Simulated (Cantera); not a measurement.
A Cantera script and its output.

```python
import numpy as np
import cantera as ct

gas = ct.Solution("gri30.yaml")
gas.TPX = 1275, 120000, {'CO': 0.001, 'O2': 0.0023, 'H2O': 0.01, 'N2': 1}
reactor = ct.IdealGasConstPressureReactor(gas, energy="off", clone=False)
net = ct.ReactorNet([reactor])
net.rtol, net.atol = 1e-08, 1e-18
show = ['CO', 'O2', 'H2O', 'NO2', 'N2O']
times = np.geomspace(0.0001, 200, 14)

steps = ct.SolutionArray(gas, extra=["t"])
rows = []
print(f"{'t/s':>10s}{'T/K':>9s}{'P/Pa':>11s}" + "".join(f"{s:>11s}" for s in show))
for t in times:
    while net.time < t:
        t_next = net.step()
        steps.append(gas.state, t=t_next)
    rows.append([np.interp(t, steps.t, y) for y in (steps.T, steps.P, *steps(*show).X.T)])
    print(f"{t:10.3e}{rows[-1][0]:9.1f}{rows[-1][1]:11.4g}" + "".join(f"{x:11.3e}" for x in rows[-1][2:]))
rate = np.gradient(steps.T, steps.t)
print("integrator steps:", len(steps.t))
if steps.T.max() > steps.T[0] + 200:
    print(f"time of steepest temperature rise: {steps.t[rate.argmax()]:.4e} s")
gas.TPX = 1275, 120000, {'CO': 0.001, 'O2': 0.0023, 'H2O': 0.01, 'N2': 1}
gas.equilibrate("TP")
print(f"equilibrium (TP): T = {gas.T:.1f} K  " + "  ".join(f"{s} {gas[s].X[0]:.3e}" for s in show))
```

Result:

```
       t/s      T/K       P/Pa         CO         O2        H2O        NO2        N2O
 1.000e-04   1275.0    1.2e+05  9.869e-04  2.270e-03  9.869e-03  5.778e-27  2.044e-15
 3.053e-04   1275.0    1.2e+05  9.869e-04  2.270e-03  9.869e-03  2.936e-25  1.472e-14
 9.319e-04   1275.0    1.2e+05  9.869e-04  2.270e-03  9.869e-03  2.436e-23  1.234e-13
 2.845e-03   1275.0    1.2e+05  9.868e-04  2.270e-03  9.869e-03  3.267e-20  4.132e-12
 8.685e-03   1275.0    1.2e+05  8.374e-04  2.201e-03  9.802e-03  5.359e-13  1.927e-08
 2.651e-02   1275.0    1.2e+05  7.199e-05  1.816e-03  9.832e-03  5.023e-11  1.975e-07
 8.094e-02   1275.0    1.2e+05  5.468e-06  1.778e-03  9.867e-03  1.813e-10  2.485e-07
 2.471e-01   1275.0    1.2e+05  3.790e-07  1.777e-03  9.872e-03  1.715e-10  2.233e-07
 7.543e-01   1275.0    1.2e+05  2.168e-08  1.777e-03  9.873e-03  8.557e-11  1.223e-07
 2.303e+00   1275.0    1.2e+05  3.900e-09  1.777e-03  9.873e-03  4.895e-11  2.024e-08
 7.030e+00   1275.0    1.2e+05  2.075e-09  1.777e-03  9.873e-03  3.909e-11  3.093e-09
 2.146e+01   1275.0    1.2e+05  1.976e-09  1.777e-03  9.873e-03  3.861e-11  2.858e-09
 6.551e+01   1275.0    1.2e+05  1.976e-09  1.777e-03  9.873e-03  3.872e-11  2.858e-09
 2.000e+02   1275.0    1.2e+05  1.976e-09  1.777e-03  9.873e-03  3.906e-11  2.858e-09
integrator steps: 1339
equilibrium (TP): T = 1275.0 K  CO 1.986e-09  O2 1.760e-03  H2O 9.873e-03  NO2 4.156e-08  N2O 2.844e-09
```

Cantera simulation using GRI-Mech 3.0 (53 species, 325 reactions); the numbers are that mechanism's predictions, not measurements.
